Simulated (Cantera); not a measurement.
## Abatement and gas-phase synthesis: HCl + H2 + O2

Charge: 1 mol HCl, 0.054 mol H2, 0.45 mol O2, at 2.80 bar.

These are equilibrium values from Cantera (NASA tables, ideal gas, pure condensed phases), not measurements of a reactor. Candidate condensed phases: H2O; 14 gas species. Rates play no part.

| T (K) | log p HCl | log p O2 | log p Cl | log p H2O | log p Cl2 | log p OH | log p O |
|---|---|---|---|---|---|---|---|
| 1150 | 0.11 | -0.17 | -2.78 | -0.32 | -0.43 | -5.36 | -8.17 |
| 1300 | 0.15 | -0.16 | -2.18 | -0.41 | -0.55 | -4.55 | -6.83 |
| 1450 | 0.18 | -0.14 | -1.72 | -0.48 | -0.67 | -3.91 | -5.77 |
| 1600 | 0.20 | -0.14 | -1.35 | -0.53 | -0.78 | -3.38 | -4.91 |
| 1750 | 0.20 | -0.14 | -1.06 | -0.57 | -0.91 | -2.94 | -4.19 |
| 1900 | 0.20 | -0.14 | -0.83 | -0.58 | -1.05 | -2.57 | -3.60 |
| 2050 | 0.18 | -0.15 | -0.66 | -0.57 | -1.21 | -2.24 | -3.09 |
| 2200 | 0.17 | -0.17 | -0.52 | -0.54 | -1.38 | -1.94 | -2.65 |
| 2350 | 0.14 | -0.18 | -0.42 | -0.51 | -1.56 | -1.69 | -2.27 |
| 2500 | 0.12 | -0.20 | -0.33 | -0.48 | -1.73 | -1.46 | -1.94 |
| 2650 | 0.08 | -0.23 | -0.27 | -0.46 | -1.90 | -1.26 | -1.65 |
| 2800 | 0.05 | -0.26 | -0.21 | -0.44 | -2.06 | -1.09 | -1.40 |
log p: log10 of the partial pressure in bar; nothing condenses.

From 1150 K to 2800 K nothing is condensed.
